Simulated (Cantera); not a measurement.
Input: 1 mol TEOS, 0.49 mol NO, 0.37 mol H2, held at 850 K and 1.00 Torr.

Cantera equilibrium calculation (NASA polynomials, part measured and part estimated; ideal gas, pure solids and liquids). Candidate condensed phases: C, C6H6, C7H8, C8H18, H2O, Si, SiC, SiO2, Si2N2O, Si3N4; 151 gas species. The feed counts by its element totals alone. Rates play no part.

Base state: H2 0.791, CO 0.187, N2 0.0187, H2O 0.00139, CO2 0.00101, CH4 0.000519 (mole fractions); condensed: C(graphite) + SiO2(β-quartz).

Problem. What changes in the equilibrium state with this change: pressure from 1.00 Torr to 97.5 Torr?

Solution. 
```csv
species,before,after
H2,0.791,0.744
CO,0.187,0.0971
H2O,0.00139,0.0663
CH4,0.000519,0.0448
CO2,0.00101,0.0264
N2,0.0187,0.0213
NH3,2.38e-7,2.26e-5
"C(graphite), mol",5.53,6.06
"SiO2(β-quartz), mol",1.00,1.00
```
